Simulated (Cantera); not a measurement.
Charge: 1 mol Fe, 0.064 mol SO2, 16 mol N2, at 1550 K and 0.133 bar.

Equilibrium computed with Cantera from the NASA thermochemical tables; the gas is ideal and each condensed phase is pure. Candidate condensed phases: Fe, FeO, FeS, FeSO4, FeS2, Fe2O3, Fe2(SO4)3, Fe3O4, S; 19 gas species. Metal and sulfide melt together well below either melting point, which pure phases cannot show. Mutual solubility and eutectic melting of coexisting phases are not modelled. The tables' stoichiometric FeO is somewhat more stable than real wüstite, so its field is too wide. FeO, FeS: taken at fixed stoichiometry. Equilibrium is a limit: real reactors are often held back by kinetics, nucleation or transport.

Base state: N2 1.000, S2 0.000237, SO2 2.49e-5, SO 1.21e-5 (mole fractions); condensed: Fe(γ) + FeO(s) + FeS(l).

Q: What changes in the equilibrium state with this change: temperature from 1550 K to 1850 K?

A: 
```csv
species,before,after
N2,1.000,0.997
S2,0.000237,0.00155
Fe,3.14e-6,0.000439
S,3.01e-6,0.000119
SO,1.21e-5,0.000357
SO2,2.49e-5,0.000406
"Fe(γ), mol",0.817,0
"FeO(s), mol",0.127,0
"FeS(l), mol",0.0558,0
"Fe(l), mol",0,0.884
"FeO(l), mol",0,0.109
```
Each liquid is taken as pure. FeO: taken at fixed stoichiometry.
